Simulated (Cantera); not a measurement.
A perfectly stirred reactor is fed with CO : O₂ : H₂O : N₂ = 0.003 : 0.044 : 0.00067 : 1 (molar parts), at 5.00 bar; it is held at 1450 K, and followed from long to short residence time.

Detailed kinetics in Cantera: GRI-Mech 3.0 (53 species, 325 reactions).

### Question
What does this change do: CO 0.003 to 0.0017 parts?

### Answer
```
quantity                 before     after
---------------------  --------  --------
x(CO) at τ = 6.90 s     7.15e-6   4.61e-6
x(O₂) at τ = 6.90 s      0.0406    0.0413
x(H₂O) at τ = 6.90 s   0.000638  0.000639
x(NO) at τ = 6.90 s     2.22e-6   1.30e-6
x(NO₂) at τ = 6.90 s    4.17e-8   2.07e-8
x(CO) at τ = 94.0 ms   0.000167  0.000109
x(O₂) at τ = 94.0 ms     0.0407    0.0413
x(H₂O) at τ = 94.0 ms  0.000634  0.000635
x(NO) at τ = 94.0 ms    2.50e-6   1.34e-6
x(NO₂) at τ = 94.0 ms   1.05e-7   5.41e-8
```

### Question
What does this change do: temperature 1450 to 950 K?

### Answer
```
quantity                 before     after
---------------------  --------  --------
x(CO) at τ = 6.90 s     7.15e-6   0.00256
x(O₂) at τ = 6.90 s      0.0406    0.0419
x(H₂O) at τ = 6.90 s   0.000638  0.000639
x(NO) at τ = 6.90 s     2.22e-6    <1e-12
x(NO₂) at τ = 6.90 s    4.17e-8  1.14e-11
x(CO) at τ = 94.0 ms   0.000167   0.00286
x(O₂) at τ = 94.0 ms     0.0407    0.0420
x(H₂O) at τ = 94.0 ms  0.000634  0.000640
x(NO) at τ = 94.0 ms    2.50e-6    <1e-12
x(NO₂) at τ = 94.0 ms   1.05e-7    <1e-12
```
